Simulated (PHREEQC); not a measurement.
1 g of hydrous ferric oxide (600 m²/g; 0.2 weak and 0.005 strong sites per Fe, Dzombak-Morel constants, diffuse double layer) in 1 kg of water with 0.3 mol/kgw of an inert sodium salt and 0.00023 mol/kgw ZnSO4, at 25 °C; the pH is set by adding NaOH or the inert anion's acid. Oxygen is held at 0.21 atm. No CO2 enters from the air. Nothing may precipitate in this run.

Base run: PHREEQC, ion-association model, wateq4f.dat. Each further column changes one thing. The table gives Zn sorbed (%).

```json
[
 {"pH": "4", "base": "0.1", "no electrostatic term (-no_edl)": "0.1", "background salt from 0.3 to 0.03 mol/kgw": "0.1", "oxide from 1 to 5 g/kgw": "0.4", "0.0025 mol/kgw BaCl2 added": "0.1"},
 {"pH": "5", "base": "5.1", "no electrostatic term (-no_edl)": "6.1", "background salt from 0.3 to 0.03 mol/kgw": "___", "oxide from 1 to 5 g/kgw": "___", "0.0025 mol/kgw BaCl2 added": "5.0"},
 {"pH": "5.5", "base": "17.2", "no electrostatic term (-no_edl)": "20.3", "background salt from 0.3 to 0.03 mol/kgw": "19.0", "oxide from 1 to 5 g/kgw": "58.8", "0.0025 mol/kgw BaCl2 added": "16.9"},
 {"pH": "6.5", "base": "62.2", "no electrostatic term (-no_edl)": "79.8", "background salt from 0.3 to 0.03 mol/kgw": "67.5", "oxide from 1 to 5 g/kgw": "97.8", "0.0025 mol/kgw BaCl2 added": "61.9"},
 {"pH": "7", "base": "89.6", "no electrostatic term (-no_edl)": "96.5", "background salt from 0.3 to 0.03 mol/kgw": "91.9", "oxide from 1 to 5 g/kgw": "99.7", "0.0025 mol/kgw BaCl2 added": "89.4"},
 {"pH": "8", "base": "99.7", "no electrostatic term (-no_edl)": "99.8", "background salt from 0.3 to 0.03 mol/kgw": "99.8", "oxide from 1 to 5 g/kgw": "100.0", "0.0025 mol/kgw BaCl2 added": "99.7"},
 {"pH": "9", "base": "100.0", "no electrostatic term (-no_edl)": "99.9", "background salt from 0.3 to 0.03 mol/kgw": "100.0", "oxide from 1 to 5 g/kgw": "100.0", "0.0025 mol/kgw BaCl2 added": "99.9"},
 {"pH": "9.5", "base": "100.0", "no electrostatic term (-no_edl)": "99.3", "background salt from 0.3 to 0.03 mol/kgw": "100.0", "oxide from 1 to 5 g/kgw": "100.0", "0.0025 mol/kgw BaCl2 added": "99.9"},
 {"pH": "10.5", "base": "99.9", "no electrostatic term (-no_edl)": "68.0", "background salt from 0.3 to 0.03 mol/kgw": "100.0", "oxide from 1 to 5 g/kgw": "100.0", "0.0025 mol/kgw BaCl2 added": "94.8"},
 {"pH": "11", "base": "99.5", "no electrostatic term (-no_edl)": "___", "background salt from 0.3 to 0.03 mol/kgw": "99.9", "oxide from 1 to 5 g/kgw": "100.0", "0.0025 mol/kgw BaCl2 added": "65.9"},
 {"pH": "12", "base": "68.5", "no electrostatic term (-no_edl)": "___", "background salt from 0.3 to 0.03 mol/kgw": "___", "oxide from 1 to 5 g/kgw": "98.8", "0.0025 mol/kgw BaCl2 added": "___"}
]
```

Problem. Some entries are withheld; supply them.

Solution. 
- 5, background salt from 0.3 to 0.03 mol/kgw: 6.3
- 5, oxide from 1 to 5 g/kgw: 21.0
- 11, no electrostatic term (-no_edl): 29.6
- 12, no electrostatic term (-no_edl): 0.6
- 12, background salt from 0.3 to 0.03 mol/kgw: 96.6
- 12, 0.0025 mol/kgw BaCl2 added: 1.3

In at least one series the solution becomes supersaturated in solids that the run did not let form, among them Zn(OH)2-e.
